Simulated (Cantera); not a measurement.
**Stirred combustor or abatement burner**

A perfectly stirred reactor is fed with 4.79 % C₃H₈, 20.0 % O₂, 75.2 % N₂, at 5.00 bar; it is adiabatic with a 775 K inlet, and is followed from long to short residence time, starting on the burning branch (τ in s: 0.092, 0.039, 0.016, 0.0068, 0.0029, 0.0012, 0.0005, 0.00021, 8.8e-05, 3.7e-05, 1.6e-05).

Model: GRI-Mech 3.0 (53 species, 325 reactions), integrated in Cantera. GRI-Mech 3.0 was tuned for natural gas; its chemistry of propane as a main component is partial and can be far from experiment.

| τ (s) | T (K) | x C₃H₈ | x O₂ | x CH₃ | x NO₂ | x NO | x N₂O | x CH₂CO |
|---|---|---|---|---|---|---|---|---|
| 0.092 | 2524 | 2.89e-8 | 0.000645 | 5.06e-7 | 1.26e-7 | 0.00119 | 1.43e-7 | 2.45e-8 |
| 0.039 | 2523 | 6.71e-8 | 0.000692 | 1.15e-6 | 1.27e-7 | 0.00117 | 1.47e-7 | 5.64e-8 |
| 0.016 | 2519 | 1.58e-7 | 0.000801 | 2.57e-6 | 1.28e-7 | 0.00114 | 1.54e-7 | 1.30e-7 |
| 0.0068 | 2513 | 3.53e-7 | 0.00102 | 5.25e-6 | 1.31e-7 | 0.00108 | 1.66e-7 | 2.79e-7 |
| 0.0029 | 2501 | 7.58e-7 | 0.00141 | 1.00e-5 | 1.36e-7 | 0.00102 | 1.84e-7 | 5.71e-7 |
| 0.0012 | 2482 | 1.62e-6 | 0.00210 | 1.85e-5 | 1.40e-7 | 0.000930 | 2.06e-7 | 1.15e-6 |
| 0.00050 | 2454 | 3.37e-6 | 0.00318 | 3.36e-5 | 1.39e-7 | 0.000818 | 2.25e-7 | 2.31e-6 |
| 0.00021 | 2417 | 6.95e-6 | 0.00476 | 6.17e-5 | 1.29e-7 | 0.000680 | 2.37e-7 | 4.71e-6 |
| 8.8e-5 | 2370 | 1.48e-5 | 0.00703 | 0.000119 | 1.10e-7 | 0.000529 | 2.42e-7 | 1.01e-5 |
| 3.7e-5 | 2312 | 3.37e-5 | 0.0106 | 0.000248 | 8.47e-8 | 0.000378 | 2.41e-7 | 2.36e-5 |
| 1.6e-5 | 2230 | 8.97e-5 | 0.0176 | 0.000584 | 5.62e-8 | 0.000223 | 2.24e-7 | 6.65e-5 |
x: mole fraction; the columns are a selection and need not sum to one.
